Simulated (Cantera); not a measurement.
**Equilibrium for silicon epitaxy and polysilicon growth: SiHCl3 + Cl2 + N2**

Charge: 1 mol SiHCl3, 0.26 mol Cl2, 25 mol N2.

Cantera equilibrium calculation (NASA polynomials, part measured and part estimated; ideal gas, pure solids and liquids). Candidate condensed phases: NH4Cl, Si, Si3N4; 28 gas species. N2 is the only nitrogen source here; it is nearly inert below about 1500 K, so the nitride shown seldom forms there in practice. The tables' values for SiCl3 are old estimates. The numbers say what is thermodynamically allowed, not how fast it happens.

**Question.** Map the stable condensed phases over T = 1025, 1075, 1125, 1175, 1225, 1275, 1325, 1375, 1425, 1475, 1525, 1575, 1625, 1675 K and P in Pa = 100, 260, 670, 1700, 4500, 12000, 30000, 77000, 200000.

**Answer.** 
```
T in K \ P in Pa
            100    260    670   1700   4500  12000  30000  77000 200000
   1675       A      A      A      A      A      A      A      B      B
   1625       A      A      A      A      A      A      B      B      B
   1575       A      A      A      A      A      A      B      B      B
   1525       A      A      A      A      A      B      B      B      B
   1475       A      A      A      A      B      B      B      B      B
   1425       A      A      A      B      B      B      B      B      B
   1375       A      A      B      B      B      B      B      B      B
   1325       B      B      B      B      B      B      B      B      B
   1275       B      B      B      B      B      B      B      B      B
   1225       B      B      B      B      B      B      B      B      B
   1175       B      B      B      B      B      B      B      B      B
   1125       B      B      B      B      B      B      B      B      B
   1075       B      B      B      B      B      B      B      B      B
   1025       B      B      B      B      B      B      B      B      B
```
A: gas only; B: Si3N4.
